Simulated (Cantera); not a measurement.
An adiabatic, constant-pressure homogeneous reactor starts with CH₄ : H₂ : O₂ : N₂ : H₂O = 1 : 0.073 : 2.04 : 24.4 : 5.9 (molar parts), at 1800 K and 500000 Pa. Integrator tolerance rtol = 1e-08.

Detailed kinetics in Cantera: GRI-Mech 3.0 (53 species, 325 reactions).

What does this change do: H2 0.073 to 0.12 parts?


| quantity | before | after |
|---|---|---|
| time of steepest temperature rise | 65.9 µs | 61.9 µs |
| temperature at 0.400 s | 2336 K | 2339 K |
| equilibrium temperature | 2336 K | 2339 K |
| x(CH₄) at 0.400 s | <1e-12 (gas-phase equilibrium <1e-12) | <1e-12 (gas-phase equilibrium <1e-12) |
| x(H₂) at 0.400 s | 0.00508 (gas-phase equilibrium 0.00508) | 0.00551 (gas-phase equilibrium 0.00551) |
| x(O₂) at 0.400 s | 0.00269 (gas-phase equilibrium 0.00269) | 0.00240 (gas-phase equilibrium 0.00240) |
| x(C₂H₄) at 0.400 s | <1e-12 (gas-phase equilibrium <1e-12) | <1e-12 (gas-phase equilibrium <1e-12) |
| x(N₂O) at 0.400 s | 2.19e-7 (gas-phase equilibrium 2.19e-7) | 2.08e-7 (gas-phase equilibrium 2.08e-7) |
| x(C₂H) at 0.400 s | <1e-12 (gas-phase equilibrium <1e-12) | <1e-12 (gas-phase equilibrium <1e-12) |
